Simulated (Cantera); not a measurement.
Cantera run, input and output.

```python
import numpy as np
import cantera as ct

gas = ct.Solution("gri30.yaml")
gas.TPX = 325, 300000, {'CH4': 1, 'O2': 1.54, 'N2': 4.77}
inlet = ct.Reservoir(gas, clone=True)
gas.equilibrate("HP")  # start burning
reactor = ct.IdealGasConstPressureReactor(gas, energy="on", clone=False)
exhaust = ct.Reservoir(gas, clone=True)
tau = [0.079, 0.039, 0.02, 0.0097, 0.0049, 0.0024, 0.0012, 0.0006, 0.0003, 0.00015, 7.4e-05][0]
for a, b in ((inlet, reactor), (reactor, exhaust)):
    ct.MassFlowController(a, b, mdot=lambda t: reactor.mass / tau)
net = ct.ReactorNet([reactor])
show = ['CH4', 'O2', 'HCN', 'HO2', 'C2H6', 'H2O2', 'NO']

rows = []
print(f"{'tau/s':>10s}{'T/K':>9s}" + "".join(f"{s:>11s}" for s in show))
for tau in [0.079, 0.039, 0.02, 0.0097, 0.0049, 0.0024, 0.0012, 0.0006, 0.0003, 0.00015, 7.4e-05]:
    net.initial_time = 0.0
    net.advance(30 * tau)
    before = gas.X
    net.advance(40 * tau)
    drift = np.max(np.abs(gas.X - before) / (gas.X + 1e-9))
    rows.append([gas.T, *gas[show].X, drift])
    print(f"{tau:10.3e}{gas.T:9.1f}" + "".join(f"{x:11.3e}" for x in gas[show].X))
```

It prints:

```
     tau/s      T/K        CH4         O2        HCN        HO2       C2H6       H2O2         NO
 7.900e-02   2250.3  2.485e-05  6.421e-05  2.963e-06  2.978e-08  2.535e-10  1.028e-08  2.141e-04
 3.900e-02   2247.9  3.910e-05  1.014e-04  5.457e-06  4.591e-08  7.223e-10  1.357e-08  2.519e-04
 2.000e-02   2244.8  5.703e-05  1.594e-04  9.202e-06  7.348e-08  1.785e-09  1.857e-08  2.880e-04
 9.700e-03   2240.1  8.220e-05  2.622e-04  1.527e-05  1.280e-07  4.372e-09  2.714e-08  3.231e-04
 4.900e-03   2234.0  1.135e-04  4.196e-04  2.341e-05  2.213e-07  9.576e-09  3.963e-08  3.494e-04
 2.400e-03   2225.5  1.595e-04  6.861e-04  3.508e-05  3.958e-07  2.112e-08  5.907e-08  3.668e-04
 1.200e-03   2214.5  2.291e-04  1.111e-03  5.024e-05  6.957e-07  4.643e-08  8.640e-08  3.706e-04
 6.000e-04   2200.0  3.483e-04  1.824e-03  6.987e-05  1.229e-06  1.100e-07  1.258e-07  3.570e-04
 3.000e-04   2180.1  5.751e-04  3.090e-03  9.345e-05  2.240e-06  3.007e-07  1.868e-07  3.188e-04
 1.500e-04   2149.2  1.078e-03  5.609e-03  1.140e-04  4.494e-06  1.070e-06  3.025e-07  2.432e-04
 7.400e-05   2067.3  3.153e-03  1.389e-02  8.773e-05  1.397e-05  1.047e-05  7.559e-07  9.206e-05
```

Cantera simulation using GRI-Mech 3.0 (53 species, 325 reactions); the numbers are that mechanism's predictions, not measurements.
